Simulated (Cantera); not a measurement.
Mixture: 42.2 % CO, 2.24 % H2, 11.7 % O2, 43.9 % N2, at 2.60 bar, adiabatic and at constant volume. Ignition delay is the time to a rise of 400 K.

Model: GRI-Mech 3.0 (53 species, 325 reactions), integrated in Cantera. The hydrogen kinetics of GRI-Mech 3.0 are dated; newer H2 mechanisms differ, most at raised pressure. Below about 950 K walls govern HO2 and H2O2 in real vessels.

Task: Predict: delay at 898 K; delay at 998 K; delay at 1098 K; delay at 1198 K; delay at 1298 K; delay at 1398 K; apparent activation energy between 1198 and 1398 K.

Result: 
| Property | Result |
|---|---|
| delay at 898 K | 38.3 ms |
| delay at 998 K | 1.68 ms |
| delay at 1098 K | 0.152 ms |
| delay at 1198 K | 55.1 µs |
| delay at 1298 K | 32.0 µs |
| delay at 1398 K | 22.5 µs |
| apparent activation energy between 1198 and 1398 K | 62 kJ/mol |
